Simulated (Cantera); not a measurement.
Input: 1 mol SiHCl3, 0.019 mol HCl, 17 mol N2, held at 1500 K and 0.960 bar.

Cantera equilibrium calculation (NASA polynomials, part measured and part estimated; ideal gas, pure solids and liquids). Candidate condensed phases: NH4Cl, Si, Si3N4; 28 gas species. The tables' values for SiCl3 are old estimates; treat these amounts as uncertain. The numbers say what is thermodynamically allowed, not how fast it happens.

**Question.** What is the equilibrium state?

**Answer.** 
```json
{
 "x(N2)": "0.917",
 "x(HCl)": "0.0473",
 "x(SiCl4)": "0.0249",
 "x(SiCl3)": "0.00438",
 "x(H2)": "0.00417",
 "x(SiCl2)": "0.00245",
 "x(SiHCl3)": "0.000227",
 "x(Cl)": "1.06e-5",
 "x(H)": "1.16e-6",
 "n(Si3N4(s))": "0.139 mol",
 "gas_amount": "18.24 mol",
 "log10 activity of Si(s) (absent)": "-2.85"
}
```
